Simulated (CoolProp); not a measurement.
Vapour-liquid equilibrium of R13 (1) + isobutane (2) at 229.1 K; x and y are mole fractions of (1).

The numbers come from the multi-fluid Helmholtz-energy mixture model, Platzer 1990 and Bücker 2006; pair parameters Bell 2016 in CoolProp. This equation is an older, rougher fit; its heat capacities, sound speeds and derivatives of the liquid may be far off and weren't checked against measurements.

### Question
Give the bubble pressure and the first vapour's composition at x = 0.275, 0.425, 0.8. Is there an azeotrope?

### Answer
x = 0.275: 2.209 bar, y = 0.911; x = 0.425: 2.905 bar, y = 0.940; x = 0.8: 4.309 bar, y = 0.978. No azeotrope shows between x = 0.05 and 0.95.

The pair parameters rest on a limited set of measurements; away from them the model extrapolates.
